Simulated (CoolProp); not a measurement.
Values from CoolProp's reference Helmholtz-energy equation of state, Lemmon 2006. It is a short technical equation, of lower accuracy than the large ones.

**Question.** Give the vapour pressure (kPa), liquid density (kg/m³), vapour Z, liquid viscosity (µPa s) of saturated n-nonane at 23.55 °C.

**Answer.** 
| T (°C) | p (kPa) | liquid density (kg/m³) | vapour Z | liquid viscosity (µPa s) |
|---|---|---|---|---|
| 23.55 | 0.530 | 715 | 0.999 | 666 |

Viscosity comes from a separate model (Huber 2004).
